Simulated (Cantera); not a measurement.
Cantera run:

```python
import numpy as np
import cantera as ct

gas_names = """
    Ba BaF BaF2 F F2 N NF NF2 NF3 N2
""".split()
cond_names = """
    Ba(cr) Ba(L) BaF2(a) BaF2(b,c) BaF2(L)
""".split()


# ... load() reads the species with a 1 bar reference pressure and builds the phases ...
atoms = {
    'BaF2': {'Ba': 1, 'F': 2},
    'N2': {'N': 2},
}
top_T = {}  # K; cautious upper limits of use, not melting points


# ... equilibrate(T, P, feed) seeds the gas with the atoms and calls Mixture.equilibrate('TP', solver="vcs", rtol=1e-11, max_steps=5000) ...
results = []
feed = {'BaF2': 1, 'N2': 2.2}  # mol
T = 748  # K
P = 13332.2  # Pa
mix = equilibrate(T, P, feed)
results.append((T, P, feed, dict(zip(mix.species_names, mix.species_moles))))
print(gas.report(threshold=1e-05))
for i in range(1, mix.n_phases):
    print(f"{mix.phase(i).name:16s} {mix.phase_moles(i):12.5e} mol")
```

Output:

```
       temperature   748 K
          pressure   13332 Pa
           density   0.060054 kg/m^3
  mean mol. weight   28.014 kg/kmol
   phase of matter   gas

                          1 kg             1 kmol
                     ---------------   ---------------
          enthalpy        4.7905e+05         1.342e+07  J
   internal energy        2.5705e+05        7.2009e+06  J
           entropy            8412.6        2.3567e+05  J/K
    Gibbs function       -5.8136e+06       -1.6286e+08  J
 heat capacity c_p            1108.6             31057  J/K
 heat capacity c_v            811.81             22742  J/K

                      mass frac. Y      mole frac. X     chem. pot. / RT
                     ---------------   ---------------   ---------------
                N2                 1                 1           -26.187
     [   +9 minor]        9.6222e-17        6.5362e-17

Ba(cr)            0.00000e+00 mol
BaF2(a)           1.00000e+00 mol
```

Equilibrium computed with Cantera from the NASA thermochemical tables; the gas is ideal and each condensed phase is pure.
